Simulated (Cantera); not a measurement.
Input: 1 mol V₂O₃, 190 mol H₂, equilibrated at 1.00 bar.

These are equilibrium values from Cantera (NASA tables, ideal gas, pure condensed phases), not measurements of a reactor. Candidate condensed phases: H₂O, V, VO, V₂O₃, V₂O₄, V₂O₅; 12 gas species. Mutual solubility and eutectic melting of coexisting phases are not modelled. VO: taken at fixed stoichiometry. Condensed phases not in the tables: the oxides between V₂O₃ and V₂O₅ other than VO₂. Rates play no part.

x: gas mole fraction; n: condensed amount in mol.

| T (°C) | x H₂ | x H₂O | x H | x VO₂ | x VO | x OH | x V | n VO(s) | n V₂O₃(s) |
|---|---|---|---|---|---|---|---|---|---|
| 527 | 1.000 | 2.23e-6 | 2.90e-12 | <1e-12 | <1e-12 | <1e-12 | <1e-12 | 0.000849 | 1.000 |
| 627 | 1.000 | 1.33e-5 | 1.17e-10 | <1e-12 | <1e-12 | <1e-12 | <1e-12 | 0.00505 | 0.997 |
| 727 | 1.000 | 5.48e-5 | 2.27e-9 | <1e-12 | <1e-12 | <1e-12 | <1e-12 | 0.0208 | 0.990 |
| 827 | 1.000 | 0.000173 | 2.59e-8 | <1e-12 | <1e-12 | <1e-12 | <1e-12 | 0.0659 | 0.967 |
| 927 | 1.000 | 0.000451 | 1.97e-7 | <1e-12 | <1e-12 | <1e-12 | <1e-12 | 0.171 | 0.914 |
| 1027 | 0.999 | 0.00101 | 1.11e-6 | <1e-12 | <1e-12 | ___ | <1e-12 | 0.383 | 0.808 |
| 1127 | 0.998 | 0.00201 | 4.86e-6 | 1.87e-11 | 2.51e-12 | ___ | <1e-12 | 0.763 | 0.619 |
| 1227 | 0.996 | 0.00364 | 1.76e-5 | 3.86e-10 | 5.32e-11 | ___ | <1e-12 | 1.38 | 0.309 |
| 1327 | 0.995 | 0.00526 | 5.42e-5 | 4.65e-9 | 7.57e-10 | ___ | 6.35e-12 | 2.00 | 0 |
| 1427 | 0.995 | 0.00526 | 0.000147 | 2.97e-8 | 7.78e-9 | ___ | 1.24e-10 | 2.00 | 0 |
| 1527 | 0.994 | 0.00526 | 0.000357 | 1.52e-7 | 6.09e-8 | ___ | 1.73e-9 | 2.00 | 0 |
| 1627 | 0.994 | 0.00526 | 0.000791 | 6.52e-7 | 3.79e-7 | ___ | 1.80e-8 | 2.00 | 0 |
| 1727 | 0.993 | 0.00526 | 0.00162 | 2.38e-6 | 1.94e-6 | ___ | 1.47e-7 | 2.00 | 0 |

What belongs in the gaps?


- 1027, x OH: 1.46e-11
- 1127, x OH: 1.94e-10
- 1227, x OH: 1.83e-9
- 1327, x OH: 1.12e-8
- 1427, x OH: 4.02e-8
- 1527, x OH: 1.25e-7
- 1627, x OH: 3.44e-7
- 1727, x OH: 8.57e-7
